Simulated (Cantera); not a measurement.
Thermodynamics of chemical vapour transport, feed B + Cl2

A closed system holds: 1 mol B, 0.91 mol Cl2, at 1575 K and 0.660 bar.

Cantera equilibrium calculation (NASA polynomials, part measured and part estimated; ideal gas, pure solids and liquids). Candidate condensed phases: B; 7 gas species. The tables' values for BCl2, BCl are old estimates; treat these amounts as uncertain. Kinetics and transport are ignored.

```yaml
x(BCl3): 0.994
x(BCl2): 0.00555
x(BCl): 0.000567
x(Cl): 3.34e-5
n(B(s)): 0.392 mol
gas_amount: 0.6080 mol
```
